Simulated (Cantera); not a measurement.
Input (Python, Cantera) and output of one run.

```python
import numpy as np
import cantera as ct

gas_names = """
    H H2 N NH NH2 NH3 N2 N2H2 N2H4 Zr ZrN
""".split()
cond_names = """
    Zr(a) Zr(b) Zr(L) ZrN(s) ZrN(L)
""".split()


# ... load() reads the species with a 1 bar reference pressure and builds the phases ...
atoms = {
    'Zr': {'Zr': 1},
    'NH3': {'N': 1, 'H': 3},
    'H2': {'H': 2},
}
top_T = {}  # K; cautious upper limits of use, not melting points


# ... equilibrate(T, P, feed) seeds the gas with the atoms and calls Mixture.equilibrate('TP', solver="vcs", rtol=1e-11, max_steps=5000) ...
results = []
feed = {'Zr': 1, 'NH3': 0.16, 'H2': 26}  # mol
P = 70000  # Pa
for T in [1275, 1425, 1575, 1725, 1875, 2025, 2175, 2325, 2475, 2625]:
    mix = equilibrate(T, P, feed)
    results.append((T, P, feed, dict(zip(mix.species_names, mix.species_moles))))
    x = sorted(zip(gas.X, gas.species_names), reverse=True)
    print(f"T = {T:g} K  P = {P:g} Pa  gas = {mix.phase_moles(0):.4g} mol")
    print("   x: " + "  ".join(f"{s} {v:.3e}" for v, s in x if v > 1e-06))
    print("   condensed (mol): " + ("  ".join(f"{mix.phase(i).name} {mix.phase_moles(i):.4g}"
          for i in range(1, mix.n_phases) if mix.phase_moles(i) > 1e-12) or "none"))
```

It prints:

```
T = 1275 K  P = 70000 Pa  gas = 26.24 mol
   x: H2 1.000e+00
   condensed (mol): Zr(b) 0.84  ZrN(s) 0.16
T = 1425 K  P = 70000 Pa  gas = 26.24 mol
   x: H2 1.000e+00  H 8.153e-06
   condensed (mol): Zr(b) 0.84  ZrN(s) 0.16
T = 1575 K  P = 70000 Pa  gas = 26.24 mol
   x: H2 1.000e+00  H 4.967e-05
   condensed (mol): Zr(b) 0.84  ZrN(s) 0.16
T = 1725 K  P = 70000 Pa  gas = 26.24 mol
   x: H2 9.998e-01  H 2.220e-04
   condensed (mol): Zr(b) 0.84  ZrN(s) 0.16
T = 1875 K  P = 70000 Pa  gas = 26.25 mol
   x: H2 9.992e-01  H 7.832e-04
   condensed (mol): Zr(b) 0.84  ZrN(s) 0.16
T = 2025 K  P = 70000 Pa  gas = 26.27 mol
   x: H2 9.977e-01  H 2.298e-03
   condensed (mol): Zr(b) 0.84  ZrN(s) 0.16
T = 2175 K  P = 70000 Pa  gas = 26.32 mol
   x: H2 9.942e-01  H 5.818e-03
   condensed (mol): Zr(L) 0.84  ZrN(s) 0.16
T = 2325 K  P = 70000 Pa  gas = 26.41 mol
   x: H2 9.869e-01  H 1.306e-02
   condensed (mol): Zr(L) 0.84  ZrN(s) 0.16
T = 2475 K  P = 70000 Pa  gas = 26.59 mol
   x: H2 9.735e-01  H 2.653e-02  Zr 3.009e-06  N2 2.290e-06
   condensed (mol): Zr(L) 0.84  ZrN(s) 0.1599
T = 2625 K  P = 70000 Pa  gas = 26.91 mol
   x: H2 9.505e-01  H 4.947e-02  N2 1.847e-05  Zr 1.486e-05
   condensed (mol): Zr(L) 0.8406  ZrN(s) 0.159
```

Equilibrium computed with Cantera from the NASA thermochemical tables; the gas is ideal and each condensed phase is pure. Mutual solubility and eutectic melting of coexisting phases are not modelled. ZrN: taken at fixed stoichiometry. Condensed phases not in the tables: N, O or C dissolved in the metal.
